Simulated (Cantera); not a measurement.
Input (Python, Cantera) and output of one run.

```python
import numpy as np
import cantera as ct

gas_names = """
    AL ALCL ALCL2 ALCL3 ALH ALN AL2 AL2CL6 CL CL2 H HCL H2 N NH NH2 NH3 N2 N2H2 N2H4
""".split()
cond_names = """
    AL(cr) AL(L) ALCL3(s) ALCL3(L) ALN(s) NH4CL(a) NH4CL(b)
""".split()


# ... load() reads the species with a 1 bar reference pressure and builds the phases ...
atoms = {
    'AlN': {'AL': 1, 'N': 1},
    'HCl': {'H': 1, 'CL': 1},
    'N2': {'N': 2},
}
top_T = {'ALN(s)': 2750}  # K; cautious upper limits of use, not melting points


# ... equilibrate(T, P, feed) seeds the gas with the atoms and calls Mixture.equilibrate('TP', solver="vcs", rtol=1e-11, max_steps=5000) ...
results = []
feed = {'AlN': 1, 'HCl': 95, 'N2': 0.16}  # mol
P = 740  # Pa
for T in [998, 1073, 1148, 1223, 1298, 1373, 1448, 1523, 1598, 1673, 1748, 1823, 1898]:
    mix = equilibrate(T, P, feed)
    results.append((T, P, feed, dict(zip(mix.species_names, mix.species_moles))))
    x = sorted(zip(gas.X, gas.species_names), reverse=True)
    print(f"T = {T:g} K  P = {P:g} Pa  gas = {mix.phase_moles(0):.4g} mol")
    print("   x: " + "  ".join(f"{s} {v:.3e}" for v, s in x if v > 0.0001))
    print("   condensed (mol): " + ("  ".join(f"{mix.phase(i).name} {mix.phase_moles(i):.4g}"
          for i in range(1, mix.n_phases) if mix.phase_moles(i) > 1e-12) or "none"))
```

It prints:

```
T = 998 K  P = 740 Pa  gas = 95.16 mol
   x: HCL 9.668e-01  H2 1.576e-02  ALCL3 1.051e-02  N2 6.936e-03
   condensed (mol): none
T = 1073 K  P = 740 Pa  gas = 95.16 mol
   x: HCL 9.668e-01  H2 1.576e-02  ALCL3 1.051e-02  N2 6.936e-03
   condensed (mol): none
T = 1148 K  P = 740 Pa  gas = 95.16 mol
   x: HCL 9.668e-01  H2 1.577e-02  ALCL3 1.051e-02  N2 6.936e-03
   condensed (mol): none
T = 1223 K  P = 740 Pa  gas = 95.16 mol
   x: HCL 9.668e-01  H2 1.577e-02  ALCL3 1.051e-02  N2 6.936e-03
   condensed (mol): none
T = 1298 K  P = 740 Pa  gas = 95.16 mol
   x: HCL 9.667e-01  H2 1.580e-02  ALCL3 1.051e-02  N2 6.935e-03
   condensed (mol): none
T = 1373 K  P = 740 Pa  gas = 95.17 mol
   x: HCL 9.664e-01  H2 1.588e-02  ALCL3 1.050e-02  N2 6.935e-03  CL 2.460e-04
   condensed (mol): none
T = 1448 K  P = 740 Pa  gas = 95.19 mol
   x: HCL 9.658e-01  H2 1.608e-02  ALCL3 1.049e-02  N2 6.933e-03  CL 6.650e-04
   condensed (mol): none
T = 1523 K  P = 740 Pa  gas = 95.24 mol
   x: HCL 9.644e-01  H2 1.652e-02  ALCL3 1.045e-02  N2 6.930e-03  CL 1.618e-03
   condensed (mol): none
T = 1598 K  P = 740 Pa  gas = 95.34 mol
   x: HCL 9.615e-01  H2 1.743e-02  ALCL3 1.039e-02  N2 6.923e-03  CL 3.565e-03
   condensed (mol): none
T = 1673 K  P = 740 Pa  gas = 95.52 mol
   x: HCL 9.562e-01  H2 1.909e-02  ALCL3 1.025e-02  CL 7.155e-03  N2 6.909e-03  ALCL2 1.983e-04  H 1.829e-04
   condensed (mol): none
T = 1748 K  P = 740 Pa  gas = 95.83 mol
   x: HCL 9.473e-01  H2 2.180e-02  CL 1.315e-02  ALCL3 9.994e-03  N2 6.887e-03  H 3.922e-04  ALCL2 3.880e-04
   condensed (mol): none
T = 1823 K  P = 740 Pa  gas = 96.32 mol
   x: HCL 9.338e-01  H2 2.584e-02  CL 2.232e-02  ALCL3 9.504e-03  N2 6.852e-03  H 8.096e-04  ALCL2 7.195e-04  ALCL 1.578e-04
   condensed (mol): none
T = 1898 K  P = 740 Pa  gas = 97.06 mol
   x: HCL 9.145e-01  CL 3.542e-02  H2 3.135e-02  ALCL3 8.633e-03  N2 6.800e-03  H 1.609e-03  ALCL2 1.239e-03  ALCL 4.309e-04
   condensed (mol): none
```

These are equilibrium values from Cantera (NASA tables, ideal gas, pure condensed phases), not measurements of a reactor. The tables' values for AlCl2 are old estimates; treat these amounts as uncertain.
